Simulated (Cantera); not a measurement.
A freely propagating, adiabatic, planar premixed flame of H2 : O2 : N2 = 1 : 0.385 : 1.81 (molar parts), equivalence ratio 1.3, unburnt at 375 K and 100.0 Torr; mixture-averaged transport, grid criteria slope 0.08 and curve 0.16, no radiation.

Model: the H2/O2 subset of GRI-Mech 3.0, which has no nitrogen chemistry, integrated in Cantera. Burning velocities carry a grid error of a few per cent, more on coarse grids.

**Question.** Predict: laminar burning velocity; thermal thickness; peak x(OH); peak x(H2O2); peak x(O); peak x(H).

**Answer.** 
```json
{
 "laminar_burning_velocity": "263 cm/s",
 "thermal_thickness": "5.79 mm",
 "peak x(OH)": "0.00855",
 "peak x(H2O2)": "2.07e-5",
 "peak x(O)": "0.00713",
 "peak x(H)": "0.0848"
}
```
